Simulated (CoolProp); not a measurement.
Properties of R124 at several states.

Values from CoolProp's reference Helmholtz-energy equation of state, de Vries 1995.

| T (K) | p (bar) | phase | density (kg/m³) | expansivity (1/kK) | conductivity (mW/(m K)) | Prandtl number |
|---|---|---|---|---|---|---|
| 435.5 | 92.1 | supercritical | 804.0 | 8.475 | 46.2 | 2.32 |
| 314.5 | 53.7 | liquid | 1327 | 2.544 | 67.9 | 3.82 |
| 208.9 | 5.92 | liquid | 1622 | 1.646 | 101 | 8.85 |
| 127.1 | 1.16 | liquid | 1834 | 1.426 | 124 | 158 |
| 457.8 | 74.5 | supercritical | 502.5 | 12.21 | 41.3 | 1.49 |

Viscosity comes from a separate model (Bell 2016), an estimate that may be off by 10 % or more. Thermal conductivity comes from a separate model (Huber 2003), an estimate that may be off by 10 % or more.
